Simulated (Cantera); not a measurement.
A closed system holds: 1 mol C₆H₆, 1.1 mol H₂O, 3.5 mol H₂, equilibrated at 29.0 bar.

Method: chemical equilibrium by Gibbs-energy minimisation in Cantera with the NASA 1993 tables (ideal gas, pure condensed phases). Candidate condensed phases: C, C₆H₆, C₇H₈, C₈H₁₈, H₂O; 110 gas species. Rates play no part. All values below are at 1223 K.

Base state: H₂ 0.674, CH₄ 0.176, CO 0.105, H₂O 0.0411, CO₂ 0.00436, C₂H₆ 4.05e-5, C₂H₄ 1.77e-5 (mole fractions); condensed: C(graphite).

Q: What changes in the equilibrium state with this change: 1.4 mol CO₂ added?

A: 
```tsv
species	before	after
H₂	0.674	0.515
CO	0.105	0.271
CH₄	0.176	0.103
CO₂	0.00436	0.0294
H₂O	0.0411	0.0815
C₂H₆	4.05e-5	1.81e-5
C₂H₄	1.77e-5	1.03e-5
C(graphite), mol	3.97	3.58
```
